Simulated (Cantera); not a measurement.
Mixture: 11.8 % CH4, 0.753 % H2, 18.3 % O2, 69.1 % N2, equivalence ratio 1.3, at 1.00 bar, adiabatic and at constant pressure. Ignition delay is the time to a rise of 400 K.

Model: GRI-Mech 3.0 (53 species, 325 reactions), integrated in Cantera.

### Question
Predict: delay at 1275 K; delay at 1425 K; delay at 1575 K; delay at 1725 K; delay at 1875 K; apparent activation energy between 1725 and 1875 K.

### Answer
delay at 1275 K: 10.8 ms
delay at 1425 K: 2.02 ms
delay at 1575 K: 0.494 ms
delay at 1725 K: 0.162 ms
delay at 1875 K: 66.3 µs
apparent activation energy between 1725 and 1875 K: 160 kJ/mol
